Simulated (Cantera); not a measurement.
What does this Cantera script print?

```python
import numpy as np
import cantera as ct

gas_names = """
    C CN CO CO2 C2 CCN CNC C2N2 C2O C3 C3O2 C4 C4N2 C5 N NCO NO NO2 NO3 N2 N2O O O2 O3 Si SiC SiC2 SiN
    SiO SiO2 Si2 Si2C Si2N Si3
""".split()
cond_names = """
    C(gr) Si(cr) Si(L) SiC(b) SiO2(Lqz) SiO2(hqz) SiO2(L) Si2N2O(s) Si3N4(a)
""".split()


# ... load() reads the species with a 1 bar reference pressure and builds the phases ...
atoms = {
    'Si3N4': {'Si': 3, 'N': 4},
    'CO2': {'C': 1, 'O': 2},
    'N2': {'N': 2},
}
top_T = {'C(gr)': 4500, 'SiC(b)': 3050, 'Si2N2O(s)': 2100, 'Si3N4(a)': 2400}  # K; cautious upper limits of use, not melting points


# ... equilibrate(T, P, feed) seeds the gas with the atoms and calls Mixture.equilibrate('TP', solver="vcs", rtol=1e-11, max_steps=5000) ...
results = []
feed = {'Si3N4': 1, 'CO2': 2.6, 'N2': 1.3}  # mol
P = 13332.2  # Pa
for T in [1625, 1650, 1675, 1700, 1725, 1750, 1775, 1800, 1825, 1850]:
    mix = equilibrate(T, P, feed)
    results.append((T, P, feed, dict(zip(mix.species_names, mix.species_moles))))

top = {s: max(r[3][s] / sum(r[3][g] for g in gas_names) for r in results) for s in gas_names}
cols = sorted((s for s in top if top[s] > 1e-06), key=lambda s: -top[s])[:6]
seen = [c for c in cond_names if any(r[3].get(c, 0) > 1e-12 for r in results)]
print("log10 of partial pressures in bar; condensed amounts in mol")
print(f"{'T/K':>10s}" + "".join(f"{s[:9]:>10s}" for s in cols + seen))
for T, P, feed, n in results:
    ng = sum(n[g] for g in gas_names)
    print(f"{T:10.4g}" + "".join(f"{np.log10(max(n[s] / ng * P / 1e5, 1e-99)):10.3f}" for s in cols)
          + "".join(f"{n.get(c, 0):10.4g}" for c in seen))
```

Result:

```
log10 of partial pressures in bar; condensed amounts in mol
       T/K        CO        N2       SiO       CO2        Si SiO2(hqz)   SiO2(L) Si2N2O(s)
      1625    -1.139    -1.218    -3.907    -5.045    -9.851    0.7316         0     1.132
      1650    -1.139    -1.218    -3.664    -5.041    -9.479    0.7305         0     1.131
      1675    -1.140    -1.218    -3.428    -5.037    -9.118    0.7287         0     1.129
      1700    -1.141    -1.219    -3.200    -5.034    -8.767         0    0.7255     1.126
      1725    -1.143    -1.220    -2.980    -5.033    -8.426         0    0.7205     1.121
      1750    -1.146    -1.221    -2.765    -5.035    -8.094         0    0.7123     1.113
      1775    -1.151    -1.223    -2.557    -5.038    -7.771         0    0.6991     1.099
      1800    -1.158    -1.226    -2.355    -5.044    -7.457         0     0.678     1.078
      1825    -1.170    -1.231    -2.157    -5.056    -7.150         0    0.6439     1.044
      1850    -1.188    -1.239    -1.964    -5.075    -6.849         0     0.588    0.9884
```

Method: chemical equilibrium by Gibbs-energy minimisation in Cantera with the NASA 1993 tables (ideal gas, pure condensed phases). Mutual solubility and eutectic melting of coexisting phases are not modelled. The tables hold silica as quartz up to 1696 K and as liquid above; real silica turns to tridymite and cristobalite and melts near 1996 K.
